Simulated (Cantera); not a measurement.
Aluminium nitride and oxide growth: AlCl3 + N2

Charge: 1 mol AlCl3, 16 mol N2, at 21.0 Pa.

These are equilibrium values from Cantera (NASA tables, ideal gas, pure condensed phases), not measurements of a reactor. Candidate condensed phases: Al, AlCl3, AlN; 11 gas species. The tables' values for AlCl2 are old estimates; treat these amounts as uncertain. Kinetics and transport are ignored.

From 1023 K to 2223 K nothing is condensed. The main Al-bearing gas is AlCl3 at 1023 K and AlCl at 2223 K.

```tsv
T (K)	x N2	x Cl	x AlCl3	x AlCl	x AlCl2
1023	0.941	1.05e-6	0.0588	2.10e-9	1.05e-6
1173	0.941	2.59e-5	0.0588	4.09e-7	2.51e-5
1323	0.941	0.000323	0.0585	2.21e-5	0.000279
1473	0.939	0.00259	0.0565	0.000443	0.00170
1623	0.927	0.0146	0.0476	0.00416	0.00624
1773	0.892	0.0527	0.0234	0.0203	0.0120
1923	0.852	0.0943	0.00262	0.0436	0.00707
2073	0.844	0.104	0.000110	0.0506	0.00181
2223	0.841	0.106	5.51e-6	0.0503	0.000462
```
x: gas mole fraction; nothing condenses.
